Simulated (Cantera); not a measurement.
Feed: 1 mol MgO, 0.98 mol H2O, 0.024 mol O2, equilibrated at 1402 °C and 13.5 Torr.

Equilibrium computed with Cantera from the NASA thermochemical tables; the gas is ideal and each condensed phase is pure. Candidate condensed phases: H2O, Mg, MgO, Mg(OH)2; 15 gas species. Equilibrium is a limit: real reactors are often held back by kinetics, nucleation or transport.

What is the equilibrium state?


- x(H2O) = 0.974
- x(O2) = 0.0239
- x(OH) = 0.00151
- x(H2) = 0.000725
- x(O) = 3.93e-5
- x(H) = 2.33e-5
- x(Mg(OH)2) = 1.69e-6
- n(MgO(s)) = 1.000 mol
- gas amount = 1.005 mol
- log10 activity of Mg(l) (absent) = -11.27
